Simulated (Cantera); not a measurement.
A closed system holds: 1 mol Cr, 0.23 mol H2O, at 1675 K and 0.0100 bar.

Equilibrium computed with Cantera from the NASA thermochemical tables; the gas is ideal and each condensed phase is pure. Candidate condensed phases: Cr, Cr2O3, H2O; 13 gas species. Mutual solubility and eutectic melting of coexisting phases are not modelled. Equilibrium is a limit: real reactors are often held back by kinetics, nucleation or transport.

Base state: H2 0.994, H2O 0.00347, Cr 0.00139, H 0.00116 (mole fractions); condensed: Cr(s) + Cr2O3(s).

Task: What changes in the equilibrium state with this change: pressure from 0.0100 bar to 0.100 bar?

Result: 
| species | before | after |
|---|---|---|
| H2 | 0.994 | 0.996 |
| H2O | 0.00347 | 0.00348 |
| H | 0.00116 | 0.000366 |
| Cr | 0.00139 | 0.000139 |
| Cr(s), mol | 0.847 | 0.847 |
| Cr2O3(s), mol | 0.0764 | 0.0764 |
